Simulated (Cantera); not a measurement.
Charge: 1 mol Al, a varied amount of Cl2, equilibrated at 650 K and 0.0250 bar.

Equilibrium computed with Cantera from the NASA thermochemical tables; the gas is ideal and each condensed phase is pure. Candidate condensed phases: Al, AlCl3; 8 gas species. The numbers say what is thermodynamically allowed, not how fast it happens.

Task: Which condensed phases are stable at each of these points (n(Cl2) (mol)): 0.34, 0.44, 0.56, 0.71, 0.91, 1.2, 1.5, 1.9, 2.4, 3.1?

Result: 
| n(Cl2) (mol) | condensed phases | Al condensed (%) |
|---|---|---|
| 0.34 | Al(s) | 77.3 |
| 0.44 | Al(s) | 70.7 |
| 0.56 | Al(s) | 62.7 |
| 0.71 | Al(s) | 52.7 |
| 0.91 | Al(s) | 39.3 |
| 1.2 | Al(s) | 20.0 |
| 1.5 | gas only | 0.0 |
| 1.9 | gas only | 0.0 |
| 2.4 | gas only | 0.0 |
| 3.1 | gas only | 0.0 |

From 0.34 mol Cl2 to 1.2 mol Cl2 the condensed part is Al(s). From 1.5 mol Cl2 to 3.1 mol Cl2 nothing is condensed.
